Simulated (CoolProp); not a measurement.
Vapour-liquid equilibrium of dimethyl ether (1) + isobutane (2) at -43.25 °C; x and y are mole fractions of (1).

Values from CoolProp's multi-fluid Helmholtz-energy mixture model, Wu 2011 and Bücker 2006; pair parameters Bell 2016.

```csv
x,bubble pressure (kPa),y at the bubble point,dew pressure at overall composition x (kPa),liquid density (mol/L)
0.05,27.07,0.146,25.16,10.98
0.15,31.59,0.335,27.16,11.38
0.25,34.95,0.454,29.43,11.81
0.35,37.46,0.539,32.00,12.28
0.45,39.34,0.607,34.84,12.78
0.55,40.76,0.665,37.77,13.33
0.65,41.81,0.722,40.42,13.92
0.75,42.51,0.782,42.19,14.58
0.85,42.80,0.852,42.80,15.29
0.95,42.52,0.942,42.47,16.08
```

y crosses x between x = 0.85 and 0.95: the model has an azeotrope there.

Pair parameters are fitted to limited data, so mixtures are less certain than the pure fluids.
